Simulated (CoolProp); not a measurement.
A simple Rankine cycle with ethanol: condensing at 327.15 K, boiler at 4.25 MPa, turbine inlet 497.2 K, turbine efficiency 0.75, pump efficiency 0.8, no recuperator. Each further row changes one setting.

Values from CoolProp's reference Helmholtz-energy equation of state, Schroeder 2014.

```
case                             thermal efficiency (%)  net work (kJ/kg)  heat in (kJ/kg)  turbine exit temperature (K)  volume ratio over the turbine
-------------------------------  ----------------------  ----------------  ---------------  ----------------------------  -----------------------------
as stated                                          19.3               200             1030                         327.1                            112
turbine inlet 517.2 K                              19.9               221             1110                         331.6                            101
condensing temperature 319.15 K                    20.3               214             1050                         319.1                            160
boiler pressure 2.97 MPa                           18.8               207             1100                         332.2                           69.1
turbine efficiency 0.65                            16.7               172             1030                         327.1                            116
```

The expansion ends wet for: as stated; condensing temperature 319.15 K; turbine efficiency 0.65.
